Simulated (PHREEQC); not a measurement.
PHREEQC input (ion-association model, wateq4f.dat):

```
SOLUTION_MASTER_SPECIES
  An  An-  0  An  62.0  # stands for a non-complexing anion
SOLUTION_SPECIES
  An- = An-
    -log_k 0
    -gamma 3.0 0
PHASES
  Fix_H+
    H+ = H+
    -log_k 0
SOLUTION 1
  temp 25
  units mmol/kgw
  pH 7 charge
  S(6) 0.0025
  Ag 0.005
  Na 5
  An 5
END
SELECTED_OUTPUT 1
  -reset false
  -pH true
  -pe true
  -ionic_strength true
  -water true
  -totals Ag Na S S(-2) S(6)
  -molalities Hfo_wOH Hfo_wOH2+ Hfo_wO- Hfo_sOH Hfo_sOH2+ Hfo_sO- Hfo_wSO4- Hfo_wOHSO4-2 Hfo_sOAg Hfo_wOAg
  -saturation_indices Ag2O Ag2SO4 Mirabilite
USER_PUNCH 1
  -headings sigma psi
  10 PUNCH EDL("sigma", "Hfo"), EDL("psi", "Hfo")
PRINT
  -reset false
USE solution 1
SURFACE 1
  Hfo_wOH 0.000137079 600 0.061
  Hfo_sOH 3.42697e-06
EQUILIBRIUM_PHASES 1
  Fix_H+ -4 HAn 10
    -force_equality true
  O2(g) -0.68 10
END
# ... the last block is repeated for the other 12 points of pH, with NaOH or the acid as the point needs
```

Selected output (columns that matter, 13 of 13 rows; pH added in front):

```
pH	mu	Ag	Na	S	m_Hfo_wOH	m_Hfo_wOH2+	m_Hfo_wO-	m_Hfo_sOH	m_Hfo_sOH2+	m_Hfo_sO-	si_Ag2O	si_Mirabilite	sigma	psi
4	0.0051455	4.9986e-06	0.005	1.8763e-09	6.2984e-05	7.0304e-05	1.2927e-06	1.6032e-06	1.7895e-06	3.2903e-08	-15.249	-12.424	0.17577	0.1918
4.5	0.0050627	4.9944e-06	0.005	6.4193e-09	7.8572e-05	5.3363e-05	2.6503e-06	1.9974e-06	1.3566e-06	6.7375e-08	-14.249	-11.886	0.12562	0.17498
5	0.005032	4.9799e-06	0.005	2.7317e-08	8.9426e-05	4.0676e-05	4.5039e-06	2.2635e-06	1.0296e-06	1.14e-07	-13.252	-11.256	0.085952	0.15571
5.5	0.0050192	4.9332e-06	0.005	1.3518e-07	9.6219e-05	3.1832e-05	6.6627e-06	2.4005e-06	7.9415e-07	1.6622e-07	-12.26	-10.561	0.056431	0.13431
6	0.0050133	4.7948e-06	0.005	6.3135e-07	0.0001005	2.5704e-05	9.0022e-06	2.3965e-06	6.1291e-07	2.1466e-07	-11.284	-9.8915	0.035789	0.11134
6.5	0.0050106	4.4492e-06	0.005	1.7081e-06	0.0001035	2.122e-05	1.1564e-05	2.1894e-06	4.4889e-07	2.4463e-07	-10.349	-9.4592	0.022014	0.087444
7	0.0050086	3.8153e-06	0.005	2.3533e-06	0.0001048	1.8532e-05	1.3578e-05	1.7306e-06	3.0601e-07	2.2421e-07	-9.4829	-9.32	0.012535	0.061667
7.5	0.0050066	3.0202e-06	0.005	2.4818e-06	0.00010511	1.7084e-05	1.4816e-05	1.146e-06	1.8626e-07	1.6153e-07	-8.6859	-9.2969	0.0059533	0.034255
8	0.0050083	2.2946e-06	0.0050034	2.4979e-06	0.00010514	1.6105e-05	1.5723e-05	6.3994e-07	9.8029e-08	9.5701e-08	-7.9246	-9.2935	0.001004	0.0061984
8.5	0.0050115	1.718e-06	0.0050081	2.4998e-06	0.000105	1.5216e-05	1.6599e-05	3.1454e-07	4.5581e-08	4.9723e-08	-7.1762	-9.2924	-0.0036575	-0.021954
9	0.00502	1.1934e-06	0.0050182	2.5e-06	0.00010463	1.4161e-05	1.771e-05	1.5325e-07	2.0741e-08	2.594e-08	-6.4933	-9.2908	-0.0093723	-0.049776
9.5	0.0050449	6.6993e-07	0.0050452	2.5e-06	0.0001039	1.2735e-05	1.9421e-05	8.8764e-08	1.0879e-08	1.6591e-08	-5.9967	-9.2866	-0.017641	-0.076806
10	0.0051213	2.903e-07	0.0051244	2.5e-06	0.0001026	1.0815e-05	2.2298e-05	6.58e-08	6.9358e-09	1.4301e-08	-5.7291	-9.2745	-0.030294	-0.10251
```

Complexes and solids missing from the database can't appear.
